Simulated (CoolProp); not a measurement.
Properties of R123 along the isobar 5.26 MPa.

Model: reference Helmholtz-energy equation of state, Younglove 1994, in CoolProp. It is a modified Benedict-Webb-Rubin equation, recast in Helmholtz form.

```csv
T (°C),phase,cp (kJ/(kg K)),cv (kJ/(kg K)),speed of sound (m/s),isothermal compressibility (1/MPa),expansivity (1/kK),conductivity (mW/(m K))
25.35,liquid,1.010,0.7093,730.4,0.001807,1.640,78.4
40.85,liquid,1.027,0.7224,675.9,0.002162,1.737,74.3
56.35,liquid,1.045,0.7355,622.9,0.002615,1.853,70.5
71.85,liquid,1.064,0.7486,571.1,0.003206,1.995,66.9
87.35,liquid,1.085,0.7617,520.2,0.004002,2.173,63.6
102.85,liquid,1.110,0.7749,469.8,0.005111,2.405,60.3
118.35,liquid,1.141,0.7885,419.4,0.006737,2.720,57.2
133.85,liquid,1.181,0.8027,368.6,0.009282,3.171,54.1
149.35,liquid,1.237,0.8181,316.5,0.01365,3.866,50.9
164.85,liquid,1.324,0.8355,262.2,0.02233,5.070,47.5
180.35,liquid,1.491,0.8571,203.8,0.04463,7.649,43.9
195.85,supercritical,1.974,0.8890,139.0,0.1451,16.30,40.3
211.35,supercritical,2.556,0.9212,99.84,0.5291,30.65,37.4
226.85,supercritical,1.665,0.9024,108.9,0.4178,15.39,31.7
```

The peak of cp marks the crossing from liquid-like to gas-like fluid above the critical point.

Thermal conductivity comes from a separate model (Laesecke 1996).
